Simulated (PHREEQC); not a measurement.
# Acid mine or pickling water

A made-up water analysis in mg/kgw, 25 °C, pH 2.28, pe 8.5:

```csv
constituent,mg/kgw
Na,2690
K,150
Ca,116
Mg,133
Cl,1350
S(6) as SO4,5320
Pb,55.7
Zn,1.16
O(0) (dissolved oxygen),0.611
Br,2.59
```

Valence states are taken as typed.

The numbers come from PHREEQC with the ion-association model, wateq4f.dat.

Each row changes one thing in this solution. This is a speciation only: nothing precipitates in the calculation.

```json
[
 {"case": "as made", "ionic strength (mol/kgw)": "0.170", "SO4-2 (mol/kgw)": "0.0368", "HSO4- (mol/kgw)": "0.00788", "NaSO4- (mol/kgw)": "0.00631", "Mg+2 (mol/kgw)": "0.00285", "MgSO4 (mol/kgw)": "0.00262", "SI of Gypsum (CaSO4:2H2O)": "-0.62", "SI of Anglesite (PbSO4)": "+1.20"},
 {"case": "S(6) from 5320 to 2660 mg/kgw", "ionic strength (mol/kgw)": "0.131", "SO4-2 (mol/kgw)": "0.0174", "HSO4- (mol/kgw)": "0.00398", "NaSO4- (mol/kgw)": "[?]", "Mg+2 (mol/kgw)": "0.00362", "MgSO4 (mol/kgw)": "0.00185", "SI of Gypsum (CaSO4:2H2O)": "-0.79", "SI of Anglesite (PbSO4)": "+1.09"},
 {"case": "temperature from 25 to 15 °C at the same typed pH", "ionic strength (mol/kgw)": "0.173", "SO4-2 (mol/kgw)": "0.0384", "HSO4- (mol/kgw)": "0.00672", "NaSO4- (mol/kgw)": "[?]", "Mg+2 (mol/kgw)": "0.00313", "MgSO4 (mol/kgw)": "0.00234", "SI of Gypsum (CaSO4:2H2O)": "[?]", "SI of Anglesite (PbSO4)": "+1.27"},
 {"case": "S(6) from 5320 to 10600 mg/kgw", "ionic strength (mol/kgw)": "0.255", "SO4-2 (mol/kgw)": "0.0785", "HSO4- (mol/kgw)": "0.0150", "NaSO4- (mol/kgw)": "0.0111", "Mg+2 (mol/kgw)": "0.00218", "MgSO4 (mol/kgw)": "0.00329", "SI of Gypsum (CaSO4:2H2O)": "[?]", "SI of Anglesite (PbSO4)": "+1.23"}
]
```

Problem. Fill in the missing entries.

Solution. 
- S(6) from 5320 to 2660 mg/kgw, NaSO4- (mol/kgw): 0.00334
- temperature from 25 to 15 °C at the same typed pH, NaSO4- (mol/kgw): 0.00624
- temperature from 25 to 15 °C at the same typed pH, SI of Gypsum (CaSO4:2H2O): -0.59
- S(6) from 5320 to 10600 mg/kgw, SI of Gypsum (CaSO4:2H2O): -0.51

Some of these states are supersaturated (in Anglesite, for instance).
